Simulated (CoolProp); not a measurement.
A simple Rankine cycle with n-perfluoropentane: condensing at 319.15 K, boiler at 0.81 MPa, turbine inlet 499 K, turbine efficiency 0.9, pump efficiency 0.8, no recuperator. Each further row changes one setting.

Computed with CoolProp (reference Helmholtz-energy equation of state, Gao 2022).

```csv
case,thermal efficiency (%),net work (kJ/kg),heat in (kJ/kg),turbine exit temperature (K),volume ratio over the turbine
as stated,7.0,17.8,255,478.2,4.57
condensing temperature 311.15 K,8.0,21.0,[?],474.9,[?]
boiler pressure 0.567 MPa,5.4,13.8,256,[?],[?]
turbine efficiency 0.8,[?],15.7,255,480.2,4.59
```

Problem. What belongs in the gaps?

Solution. 
- condensing temperature 311.15 K, heat in (kJ/kg): 263
- condensing temperature 311.15 K, volume ratio over the turbine: 5.94
- boiler pressure 0.567 MPa, turbine exit temperature (K): 483.5
- boiler pressure 0.567 MPa, volume ratio over the turbine: 3.16
- turbine efficiency 0.8, thermal efficiency (%): 6.2
